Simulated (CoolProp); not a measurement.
Methane at 289.55 K and 1.32 MPa is compressed adiabatically to 6.48 MPa with isentropic efficiency 0.9. Each further row changes one setting.

Computed with CoolProp (reference Helmholtz-energy equation of state, Setzmann 1991).

```csv
case,work (kJ/kg),final temperature (K),final density (kg/m³)
as stated,…,…,…
efficiency 1,282,…,…
efficiency 0.65,…,469.6,…
```

### Question
Fill in the missing entries.

### Answer

- as stated, work (kJ/kg): 313
- as stated, final temperature (K): 427.2
- as stated, final density (kg/m³): 29.7
- efficiency 1, final temperature (K): 415.9
- efficiency 1, final density (kg/m³): 30.6
- efficiency 0.65, work (kJ/kg): 434
- efficiency 0.65, final density (kg/m³): 26.7
